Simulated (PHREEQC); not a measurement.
Acid rinse or clean (model solution)

A solution holds 0.0021 mol HCl, 0.0017 mol CuSO4 and 0.00021 mol MgCl2 per kg of water, at 5 °C. Closed to the air; pH follows from the charge balance.

Equilibrium calculation in PHREEQC: ion-association model, phreeqc.dat.

Each row changes one thing in this solution. Precipitation was switched off in this run.

```
case                                          pH  ionic strength (mol/kgw)  Cu+2 (mol/kgw)  SO4-2 (mol/kgw)  Mg+2 (mol/kgw)  CuSO4 (mol/kgw)
------------------------------------------  ----  ------------------------  --------------  ---------------  --------------  ---------------
as made                                     2.74                   0.00849         0.00152          0.00138        0.000193         0.000179
diluted 5-fold with water                   3.40                   0.00184        0.000327         0.000319         4.08e-5          1.28e-5
0.0001 mol/kgw HNO3 added                   2.72                   0.00858         0.00152          0.00137        0.000193         0.000178
MgCl2 from 0.00021 to 4.2e-05 mol/kgw       2.74                   0.00802         0.00152          0.00139         3.84e-5         0.000183
MgCl2 from 0.00021 to 0.000105 mol/kgw      2.74                   0.00820         0.00152          0.00138         9.62e-5         0.000181
HCl replaced by FeCl3 at the same molality  3.07                    0.0135         0.00160         0.000812        0.000201          9.48e-5
9.2e-05 mol/kgw KHF2 added                  2.75                   0.00856         0.00152          0.00138        0.000192         0.000179
```

Some of these states are supersaturated (in Hematite (slow to form), Goethite (slow to form), for instance). At this temperature some constants are extrapolated from 25 °C, and those without enthalpy data are left unchanged.
